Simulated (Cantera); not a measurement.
Input: 1 mol Al(CH3)3, 13 mol H2O, 260 mol N2, at 802 °C and 133 Pa.

Cantera equilibrium calculation (NASA polynomials, part measured and part estimated; ideal gas, pure solids and liquids). Candidate condensed phases: Al, AlN, Al2O3, C, C6H6, C7H8, C8H18, H2O; 148 gas species. The feed counts by its element totals alone. Kinetics and transport are ignored.

Task: What is the equilibrium state?

Result: 
```
Item                                        Value
--------------------------------------  ---------
x(N2)                                       0.927
x(H2)                                      0.0367
x(H2O)                                     0.0257
x(CO)                                     0.00610
x(CO2)                                    0.00460
n(Al2O3(s))                             0.500 mol
gas amount                              280.5 mol
log10 activity of C(graphite) (absent)      -5.83
log10 activity of Al(l) (absent)           -18.50
```
